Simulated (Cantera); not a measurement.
# Roasting and sulfation: MgO + H2S + H2O

Feed: 1 mol MgO, 0.87 mol H2S, 4.1 mol H2O, held at 0.100 bar.

Equilibrium computed with Cantera from the NASA thermochemical tables; the gas is ideal and each condensed phase is pure. Candidate condensed phases: H2O, H2SO4, Mg, MgO, Mg(OH)2, MgS, MgSO4, S; 26 gas species. Gases not in the tables: S3 to S7. Equilibrium is a limit: real reactors are often held back by kinetics, nucleation or transport.

From 798 K to 1298 K the condensed part is MgO(s).

```csv
T (K),log p H2O,log p H2S,log p H2,log p S2,log p SO2,n MgO(s)
798,-1.09,-1.77,-3.25,-3.68,-4.31,1.00
848,-1.09,-1.78,-3.03,-3.45,-4.13,1.00
898,-1.09,-1.79,-2.83,-3.25,-3.97,1.00
948,-1.09,-1.81,-2.66,-3.07,-3.81,1.00
998,-1.09,-1.83,-2.52,-2.92,-3.67,1.00
1048,-1.10,-1.87,-2.39,-2.79,-3.54,1.00
1098,-1.10,-1.90,-2.27,-2.68,-3.41,1.00
1148,-1.10,-1.95,-2.18,-2.59,-3.29,1.00
1198,-1.11,-2.00,-2.09,-2.52,-3.17,1.00
1248,-1.11,-2.05,-2.02,-2.46,-3.06,1.00
1298,-1.12,-2.11,-1.95,-2.42,-2.96,1.00
```
log p: log10 of the partial pressure in bar; n: condensed amount in mol.
